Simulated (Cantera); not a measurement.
An isothermal, constant-pressure homogeneous reactor starts with NO : N2 = 1 : 7.2 (molar parts), at 1475 K and 0.120 bar. Integrator tolerance rtol = 1e-08.

Model: GRI-Mech 3.0 (53 species, 325 reactions), integrated in Cantera.

What does this change do: temperature 1475 to 1573 K?


```
quantity                                          before                                    after
---------------  ---------------------------------------  ---------------------------------------
x(NO) at 200 s    0.117 (gas-phase equilibrium 0.000637)    0.107 (gas-phase equilibrium 0.00101)
x(N2O) at 200 s  4.32e-6 (gas-phase equilibrium 1.49e-8)  3.85e-6 (gas-phase equilibrium 2.30e-8)
x(O2) at 200 s    0.00230 (gas-phase equilibrium 0.0607)   0.00763 (gas-phase equilibrium 0.0605)
x(O) at 200 s    4.64e-7 (gas-phase equilibrium 2.05e-6)  2.83e-6 (gas-phase equilibrium 7.46e-6)
x(N2) at 200 s       0.880 (gas-phase equilibrium 0.939)      0.886 (gas-phase equilibrium 0.939)
```

What does this change do: temperature 1475 to 2025 K?


| quantity | before | after |
|---|---|---|
| x(NO) at 200 s | 0.117 (gas-phase equilibrium 0.000637) | 0.00473 (gas-phase equilibrium 0.00473) |
| x(N2O) at 200 s | 4.32e-6 (gas-phase equilibrium 1.49e-8) | 1.00e-7 (gas-phase equilibrium 1.00e-7) |
| x(O2) at 200 s | 0.00230 (gas-phase equilibrium 0.0607) | 0.0583 (gas-phase equilibrium 0.0583) |
| x(O) at 200 s | 4.64e-7 (gas-phase equilibrium 2.05e-6) | 0.000567 (gas-phase equilibrium 0.000567) |
| x(N2) at 200 s | 0.880 (gas-phase equilibrium 0.939) | 0.936 (gas-phase equilibrium 0.936) |
